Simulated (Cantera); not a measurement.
Source: NASA polynomial tables (part measured, part estimated), evaluated in Cantera. Values are per mole of reaction as written; species without (g) are pure solids or liquids, kept so even where they would boil at 1 bar.

5 H2O(g) + V2O5 = 2 V + 10 OH(g)

| T (K) | ΔH° (kJ) | ΔS° (J/K) | ΔG° (kJ) | log10 K | condensed phases |
|---|---|---|---|---|---|
| 900 | 3156.1 | 832.7 | 2406.7 | -139.68 | V2O5(s), V(s) |
| 950 | 3090.5 | 763.1 | 2365.5 | -130.06 | V2O5(l), V(s) |
| 1000 | [?] | [?] | [?] | [?] | V2O5(l), V(s) |
| 1050 | [?] | [?] | [?] | [?] | V2O5(l), V(s) |
| 1100 | [?] | [?] | [?] | [?] | V2O5(l), V(s) |
| 1150 | [?] | [?] | [?] | [?] | V2O5(l), V(s) |

Task: Fill in the missing entries.

Result: 
- 1000, ΔH° (kJ): 3089.0
- 1000, ΔS° (J/K): 761.6
- 1000, ΔG° (kJ): 2327.4
- 1000, log10 K: -121.57
- 1050, ΔH° (kJ): 3087.5
- 1050, ΔS° (J/K): 760.1
- 1050, ΔG° (kJ): 2289.4
- 1050, log10 K: -113.89
- 1100, ΔH° (kJ): 3086.0
- 1100, ΔS° (J/K): 758.7
- 1100, ΔG° (kJ): 2251.4
- 1100, log10 K: -106.91
- 1150, ΔH° (kJ): 3084.5
- 1150, ΔS° (J/K): 757.4
- 1150, ΔG° (kJ): 2213.5
- 1150, log10 K: -100.54
